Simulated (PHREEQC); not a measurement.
Solution (25 °C): 0.036 mol/kgw TMAH and 0.00014 mol/kgw CO2. Closed to the air; pH follows from the charge balance.

Computed with PHREEQC (ion-association model, wateq4f.dat).

This is a speciation only: nothing precipitates in the calculation.

Question: What pH does the model give?

Answer: pH 12.47.

(CH3)4N+ isn't in the database: it is added as a free cation with an ion size of 4 Å.
